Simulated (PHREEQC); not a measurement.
Solution (25 °C): 1.1 mmol/kgw (CH3)4NF. Closed to the air; pH follows from the charge balance.

All values are PHREEQC results (ion-association model, phreeqc.dat), not measurements.

| Property | Result |
|---|---|
| pH | 7.20 |
| ionic strength | 0.00110 mol/kgw |

```json
[
 {"species": "F-", "molality": "0.00110", "activity": "0.00106", "log γ": "-0.016"},
 {"species": "(CH3)4N+", "molality": "0.00110", "activity": "0.00106", "log γ": "-0.016"},
 {"species": "OH-", "molality": "1.66e-7", "activity": "1.60e-7", "log γ": "-0.016"},
 {"species": "HF", "molality": "1.00e-7", "activity": "1.00e-7", "log γ": "0.000"},
 {"species": "H+", "molality": "6.55e-8", "activity": "6.32e-8", "log γ": "-0.015"}
]
```

This is a speciation only: nothing precipitates in the calculation. (CH3)4N+ isn't in the database: it is added as a free cation with an ion size of 4 Å.
